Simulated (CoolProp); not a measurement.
A Linde-Hampson liquefier for normal hydrogen: isothermal reversible compression at 230 K from 1 atm to 15 MPa, throttling to 1 atm, return gas leaving the recuperator 5 K below the feed. Each further row changes one setting.

Values from CoolProp's reference Helmholtz-energy equation of state, Leachman 2009.

```tsv
case	compression work (kJ/kg of gas)
as stated	4840
high pressure 30 MPa	5600
warm-end temperature 260 K	5460
warm-end gap 10 K	4840
```
